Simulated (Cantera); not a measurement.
A Cantera script and its output.

```python
import numpy as np
import cantera as ct

gas = ct.Solution("gri30.yaml")
gas.TPX = 798, 1000000, {'CH4': 1, 'CO': 0.1, 'O2': 1.58, 'N2': 11.8}
inlet = ct.Reservoir(gas, clone=True)
gas.equilibrate("HP")  # start burning
reactor = ct.IdealGasConstPressureReactor(gas, energy="on", clone=False)
exhaust = ct.Reservoir(gas, clone=True)
tau = [0.4, 0.2, 0.096, 0.047, 0.023, 0.011, 0.0056, 0.0027, 0.0013, 0.00066, 0.00032, 0.00016, 7.8e-05][0]
for a, b in ((inlet, reactor), (reactor, exhaust)):
    ct.MassFlowController(a, b, mdot=lambda t: reactor.mass / tau)
net = ct.ReactorNet([reactor])
show = ['CH4', 'CO', 'O2', 'CH3', 'C2H', 'CH2O']

rows = []
print(f"{'tau/s':>10s}{'T/K':>9s}" + "".join(f"{s:>11s}" for s in show))
for tau in [0.4, 0.2, 0.096, 0.047, 0.023, 0.011, 0.0056, 0.0027, 0.0013, 0.00066, 0.00032, 0.00016, 7.8e-05]:
    net.initial_time = 0.0
    net.advance(30 * tau)
    before = gas.X
    net.advance(40 * tau)
    drift = np.max(np.abs(gas.X - before) / (gas.X + 1e-9))
    rows.append([gas.T, *gas[show].X, drift])
    print(f"{tau:10.3e}{gas.T:9.1f}" + "".join(f"{x:11.3e}" for x in gas[show].X))
```

It prints:

```
     tau/s      T/K        CH4         CO         O2        CH3        C2H       CH2O
 4.000e-01   1874.7  5.573e-04  3.563e-02  5.355e-05  1.638e-05  1.644e-09  1.006e-06
 2.000e-01   1876.2  8.639e-04  3.483e-02  1.030e-04  2.700e-05  3.847e-09  1.759e-06
 9.600e-02   1877.7  1.270e-03  3.372e-02  2.024e-04  4.338e-05  8.003e-09  3.092e-06
 4.700e-02   1878.4  1.720e-03  3.255e-02  3.820e-04  6.555e-05  1.410e-08  5.233e-06
 2.300e-02   1877.4  2.191e-03  3.153e-02  7.012e-04  9.508e-05  2.208e-08  8.679e-06
 1.100e-02   1872.8  2.669e-03  3.093e-02  1.268e-03  1.344e-04  3.170e-08  1.433e-05
 5.600e-03   1864.0  3.094e-03  3.097e-02  2.117e-03  1.790e-04  4.089e-08  2.235e-05
 2.700e-03   1846.5  3.592e-03  3.184e-02  3.617e-03  2.370e-04  4.944e-08  3.610e-05
 1.300e-03   1814.0  4.337e-03  3.375e-02  6.322e-03  3.047e-04  5.192e-08  6.119e-05
 6.600e-04   1741.4  6.166e-03  3.711e-02  1.250e-02  3.627e-04  3.527e-08  1.254e-04
 3.200e-04    798.0  6.906e-02  6.906e-03  1.091e-01  2.539e-11 -4.904e-35  8.646e-13
 1.600e-04    798.0  6.906e-02  6.906e-03  1.091e-01  1.262e-11 -7.137e-40  2.147e-13
 7.800e-05    798.0  6.906e-02  6.906e-03  1.091e-01  6.112e-12 -5.685e-45  5.069e-14
```

Model: GRI-Mech 3.0 (53 species, 325 reactions), integrated in Cantera.
